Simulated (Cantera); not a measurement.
Charge: 1 mol PbO, 2.7 mol C, 0.019 mol CO, at 810000 Pa.

Equilibrium computed with Cantera from the NASA thermochemical tables; the gas is ideal and each condensed phase is pure. Candidate condensed phases: C, Pb, PbO, PbO2, Pb3O4; 15 gas species. Kinetics and transport are ignored. All values below are at 1502 °C.

Base state: CO 0.971, Pb 0.0283, CO2 0.000664, Pb2 5.11e-5 (mole fractions); condensed: C(graphite) + Pb(l).

**Question.** What changes in the equilibrium state with this change: PbO replaced by SiO2?

**Answer.** 
```
species                 before     after
--------------------  --------  --------
CO                       0.971     0.999
CO2                   0.000664  0.000703
SiO                          0   6.31e-5
Pb                      0.0283         0
Pb2                    5.11e-5         0
C(graphite), mol          1.70      2.70
Pb(l), mol               0.970         0
SiO2(condensed), mol         0     1.000
```
The tables hold silica as quartz up to 1696 K and as liquid above; real silica turns to tridymite and cristobalite and melts near 1996 K. Further candidate phases: Si, SiC, SiO2.

**Question.** What changes in the equilibrium state with this change: C from 2.7 to 0.33 mol?

**Answer.** 
```tsv
species	before	after
CO2	0.000664	0.943
Pb	0.0283	0.0283
PbO	1.28e-7	0.0201
CO	0.971	0.00877
O2	<1e-9	3.57e-5
Pb2	5.11e-5	5.11e-5
C(graphite), mol	1.70	0
Pb(l), mol	0.970	0.665
PbO(l), mol	0	0.317
```
Each liquid is taken as pure. Mutual solubility and eutectic melting of coexisting phases are not modelled. Gases not in the tables: (PbO)n polymers.
